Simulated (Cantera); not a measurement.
What does this Cantera script print?

```python
import numpy as np
import cantera as ct

gas_names = """
    H HO2 H2 H2O H2O2 H2S H2SO4 O OH O2 O3 S SH SO SO2 SO3 S2 S2O S8
""".split()
cond_names = """
    H2O(s) H2O(L) H2SO4(L) S(cr1) S(cr2) S(L)
""".split()


# ... load() reads the species with a 1 bar reference pressure and builds the phases ...
atoms = {
    'S': {'S': 1},
    'SO2': {'S': 1, 'O': 2},
    'H2': {'H': 2},
}
top_T = {}  # K; cautious upper limits of use, not melting points


# ... equilibrate(T, P, feed) seeds the gas with the atoms and calls Mixture.equilibrate('TP', solver="vcs", rtol=1e-11, max_steps=5000) ...
results = []
feed = {'S': 1, 'SO2': 0.039, 'H2': 2}  # mol
P = 6000000  # Pa
for T in [2048, 2098, 2148, 2198, 2248, 2298, 2348, 2398, 2448]:
    mix = equilibrate(T, P, feed)
    results.append((T, P, feed, dict(zip(mix.species_names, mix.species_moles))))

top = {s: max(r[3][s] / sum(r[3][g] for g in gas_names) for r in results) for s in gas_names}
cols = sorted((s for s in top if top[s] > 1e-06), key=lambda s: -top[s])[:6]
seen = [c for c in cond_names if any(r[3].get(c, 0) > 1e-12 for r in results)]
print("log10 of partial pressures in bar; condensed amounts in mol")
print(f"{'T/K':>10s}" + "".join(f"{s[:9]:>10s}" for s in cols + seen))
for T, P, feed, n in results:
    ng = sum(n[g] for g in gas_names)
    print(f"{T:10.4g}" + "".join(f"{np.log10(max(n[s] / ng * P / 1e5, 1e-99)):10.3f}" for s in cols)
          + "".join(f"{n.get(c, 0):10.4g}" for c in seen))
```

Result:

```
log10 of partial pressures in bar; condensed amounts in mol
       T/K        H2       H2S        S2       H2O        SH         H
      2048     1.483     1.386     0.375     0.348    -0.172    -1.909
      2098     1.490     1.367     0.432     0.345    -0.094    -1.767
      2148     1.498     1.348     0.483     0.341    -0.023    -1.631
      2198     1.506     1.327     0.527     0.337     0.044    -1.501
      2248     1.513     1.306     0.565     0.334     0.106    -1.377
      2298     1.520     1.284     0.599     0.330     0.163    -1.259
      2348     1.526     1.261     0.629     0.326     0.217    -1.145
      2398     1.532     1.238     0.655     0.322     0.267    -1.037
      2448     1.538     1.215     0.677     0.318     0.313    -0.932
```

These are equilibrium values from Cantera (NASA tables, ideal gas, pure condensed phases), not measurements of a reactor. The ideal-gas law is rough above about 30 bar.
